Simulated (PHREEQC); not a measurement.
Dissolve 0.023 mol/kgw HF and 0.0085 mol/kgw NH4F at 25 °C. Closed to the air; pH follows from the charge balance.

Computed with PHREEQC (ion-association model, wateq4f.dat).

```
quantity                    before     after
------------------------  --------  --------
pH                            2.83      2.45
ionic strength (mol/kgw)    0.0101    0.0296
HF (mol/kgw)                0.0188    0.0171
F- (mol/kgw)               0.00944   0.00382
H2F2 (mol/kgw)            0.000927  0.000770
HF2- (mol/kgw)            0.000684  0.000253
```

Q: Which change was made?
A. NH4F from 0.0085 to 0.00425 mol/kgw
B. HF left out
C. NH4F replaced by (NH4)2SiF6 at the same molality
D. HF from 0.023 to 0.0023 mol/kgw
E. temperature from 25 to 15 °C

A: C, NH4F replaced by (NH4)2SiF6 at the same molality

This is a speciation only: nothing precipitates in the calculation. SiF6-2 is the database's only silicon fluoride.
